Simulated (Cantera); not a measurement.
Input: 1 mol c-C4F8, 0.1 mol CH4, 0.29 mol H2, at 9.50 mbar.

Equilibrium computed with Cantera from the NASA thermochemical tables; the gas is ideal and each condensed phase is pure. Candidate condensed phases: C, C6H6, C7H8, C8H18; 95 gas species. The feed counts by its element totals alone. Gases not in the tables: C2F6 and larger saturated fluorocarbons. The numbers say what is thermodynamically allowed, not how fast it happens.

x: gas mole fraction; n: condensed amount in mol.

```csv
T (K),x CF4,x HF,x CF2,x F,x CF3,x CF,n C(graphite)
1323,0.642,0.358,1.74e-5,1.95e-6,(withheld),5.23e-11,2.34
1423,0.642,0.358,0.000104,1.47e-5,(withheld),1.16e-9,2.34
1523,0.641,0.358,0.000492,8.51e-5,(withheld),1.72e-8,2.34
1623,0.640,0.358,0.00191,0.000397,(withheld),1.82e-7,2.34
1723,0.635,0.357,0.00629,0.00155,(withheld),1.45e-6,2.34
1823,0.622,0.354,0.0180,0.00518,(withheld),9.17e-6,2.32
1923,0.590,0.346,0.0452,0.0152,(withheld),4.74e-5,2.29
2023,0.525,0.329,0.100,0.0392,(withheld),0.000204,2.22
```

Question: Fill in the missing entries.

Answer: 
- 1323, x CF3: 6.30e-6
- 1423, x CF3: 2.69e-5
- 1523, x CF3: 9.47e-5
- 1623, x CF3: 0.000285
- 1723, x CF3: 0.000748
- 1823, x CF3: 0.00175
- 1923, x CF3: 0.00364
- 2023, x CF3: 0.00668
